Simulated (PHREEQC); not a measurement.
0.22 g of hydrous ferric oxide (600 m²/g; 0.2 weak and 0.005 strong sites per Fe, Dzombak-Morel constants, diffuse double layer) in 1 kg of water with 0.001 mol/kgw of an inert sodium salt, at 25 °C; the pH is set by adding NaOH or the inert anion's acid. Oxygen is held at 0.21 atm. The system is closed to CO2. No solid was allowed to form.

Base run: PHREEQC, ion-association model, wateq4f.dat. Each further column changes one thing. The table gives surface charge σ (C/m²).

```csv
pH,base,background salt from 0.001 to 0.0001 mol/kgw,oxide from 0.22 to 1.1 g/kgw,0.00012 mol/kgw Ag2SO4 added
3,0.256,0.228,0.270,0.144
3.5,0.177,0.132,0.192,0.100
4.5,0.079,0.038,0.085,0.040
5,0.051,0.021,0.054,0.025
6,0.019,0.007,0.019,0.011
6.5,0.011,0.004,0.011,0.008
7.5,0.003,0.001,0.003,0.003
8,0.000,0.000,0.000,0.001
9,-0.004,-0.001,-0.004,-0.005
9.5,-0.009,-0.003,-0.009,-0.009
10.5,-0.028,-0.017,-0.029,-0.028
11,-0.055,-0.043,-0.056,-0.049
```

The oxide is taken as insoluble; below pH 4 it would dissolve.
